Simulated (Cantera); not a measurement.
An adiabatic, constant-volume homogeneous reactor starts with C₃H₈ : O₂ : N₂ = 1 : 5.49 : 16.5 (molar parts), equivalence ratio 0.91, at 1348 K and 0.310 bar. Integrator tolerance rtol = 1e-08.

Detailed kinetics in Cantera: GRI-Mech 3.0 (53 species, 325 reactions). GRI-Mech 3.0 was tuned for natural gas; its chemistry of propane as a main component is partial and can be far from experiment.

### Question
What does this change do: constant pressure in place of constant volume?

### Answer
| quantity | before | after |
|---|---|---|
| time of steepest temperature rise | 0.699 ms | 0.768 ms |
| temperature at 0.700 s | 2836 K | 2664 K |
| equilibrium temperature | 2836 K | 2664 K |
| x(C₃H₈) at 0.700 s | <1e-12 (gas-phase equilibrium <1e-12) | <1e-12 (gas-phase equilibrium <1e-12) |
| x(O₂) at 0.700 s | 0.0394 (gas-phase equilibrium 0.0394) | 0.0381 (gas-phase equilibrium 0.0381) |
| x(NO) at 0.700 s | 0.0151 (gas-phase equilibrium 0.0151) | 0.0117 (gas-phase equilibrium 0.0117) |
| x(C₂H₄) at 0.700 s | <1e-12 (gas-phase equilibrium <1e-12) | <1e-12 (gas-phase equilibrium <1e-12) |
| x(O) at 0.700 s | 0.0146 (gas-phase equilibrium 0.0146) | 0.0109 (gas-phase equilibrium 0.0109) |
| x(H₂O₂) at 0.700 s | 2.65e-7 (gas-phase equilibrium 2.65e-7) | 1.35e-7 (gas-phase equilibrium 1.35e-7) |

### Question
What does this change do: pressure from 0.310 bar to 5.00 bar?

### Answer
```json
[
 {"quantity": "time of steepest temperature rise", "before": "0.699 ms", "after": "0.167 ms"},
 {"quantity": "temperature at 0.700 s", "before": "2836 K", "after": "3097 K"},
 {"quantity": "equilibrium temperature", "before": "2836 K", "after": "3097 K"},
 {"quantity": "x(C₃H₈) at 0.700 s", "before": "<1e-12 (gas-phase equilibrium <1e-12)", "after": "<1e-12 (gas-phase equilibrium <1e-12)"},
 {"quantity": "x(O₂) at 0.700 s", "before": "0.0394 (gas-phase equilibrium 0.0394)", "after": "0.0328 (gas-phase equilibrium 0.0328)"},
 {"quantity": "x(NO) at 0.700 s", "before": "0.0151 (gas-phase equilibrium 0.0151)", "after": "0.0192 (gas-phase equilibrium 0.0192)"},
 {"quantity": "x(C₂H₄) at 0.700 s", "before": "<1e-12 (gas-phase equilibrium <1e-12)", "after": "<1e-12 (gas-phase equilibrium <1e-12)"},
 {"quantity": "x(O) at 0.700 s", "before": "0.0146 (gas-phase equilibrium 0.0146)", "after": "0.00803 (gas-phase equilibrium 0.00803)"},
 {"quantity": "x(H₂O₂) at 0.700 s", "before": "2.65e-7 (gas-phase equilibrium 2.65e-7)", "after": "1.67e-6 (gas-phase equilibrium 1.67e-6)"}
]
```
Above 3000 K some thermodynamic fits are extrapolated.
